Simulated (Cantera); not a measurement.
Adiabatic ignition

An adiabatic, constant-pressure homogeneous reactor starts with H₂ : O₂ : N₂ = 1 : 1.47 : 5.53 (molar parts), equivalence ratio 0.34, at 1048 K and 1.00 bar.

Cantera simulation using the H2/O2 subset of GRI-Mech 3.0, which has no nitrogen chemistry; the numbers are that mechanism's predictions, not measurements.

```tsv
t (s)	T (K)	x H₂	x O₂	x H₂O₂	x OH	x O
4.00e-6	1048	0.125	0.184	<1e-12	1.85e-11	3.91e-11
1.37e-5	1048	0.125	0.184	1.43e-12	1.28e-10	3.19e-10
4.68e-5	1048	0.125	0.184	8.49e-11	5.44e-9	1.39e-8
0.000160	1293	0.0523	0.149	6.61e-6	0.00517	0.00843
0.000548	1931	0.000325	0.128	1.24e-7	0.00332	0.000720
0.00187	1944	7.40e-5	0.129	7.36e-8	0.00163	0.000166
0.00641	1944	6.95e-5	0.129	7.30e-8	0.00158	0.000156
0.0219	1944	6.95e-5	0.129	7.30e-8	0.00158	0.000156
0.0750	1944	6.95e-5	0.129	7.30e-8	0.00158	0.000156
0.256	1944	6.95e-5	0.129	7.30e-8	0.00158	0.000156
0.877	1944	6.95e-5	0.129	7.30e-8	0.00158	0.000156
3.00	1944	6.95e-5	0.129	7.30e-8	0.00158	0.000156
```
x: mole fraction; the columns are a selection and need not sum to one.

```
Item                                                                 Value
---------------------------------  ---------------------------------------
time of steepest temperature rise                                 0.162 ms
temperature at 3.00 s                                               1944 K
equilibrium temperature                                             1944 K
x(H₂) at 3.00 s                    6.95e-5 (gas-phase equilibrium 6.95e-5)
x(O₂) at 3.00 s                        0.129 (gas-phase equilibrium 0.129)
x(H₂O₂) at 3.00 s                  7.30e-8 (gas-phase equilibrium 7.30e-8)
```
